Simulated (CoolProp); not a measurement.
Normal hydrogen along the isotherm -252.75 °C: fugacity coefficient from the reference equation and from simpler models built on Tc = -240.0 °C, pc = 1296 kPa, ω = -0.219; each cubic takes its own stable root.

Model: reference Helmholtz-energy equation of state, Leachman 2009, in CoolProp.

```tsv
p (kPa)	phase	reference
499	liquid	0.2001
997	liquid	0.1088
1500	liquid	0.07853
1990	liquid	0.06412
2490	liquid	0.05557
2990	liquid	0.05015
3490	liquid	0.04654
3990	liquid	0.04407
4490	liquid	0.04237
4990	liquid	0.04124
5480	liquid	0.04053
5980	liquid	0.04014
6480	liquid	0.04001
```

How far does each simpler model (Redlich-Kwong, Soave-Redlich-Kwong, Peng-Robinson) lie from the reference over these 13 states: mean and median of the absolute difference, and the worst?


- Redlich-Kwong: mean 66.9 %, median 67.0 %, worst -69.1 % at -252.75 °C and 6480 kPa
- Soave-Redlich-Kwong: mean 8.9 %, median 9.0 %, worst -13.1 % at -252.75 °C and 6480 kPa
- Peng-Robinson: mean 9.1 %, median 9.3 %, worst -17.3 % at -252.75 °C and 6480 kPa
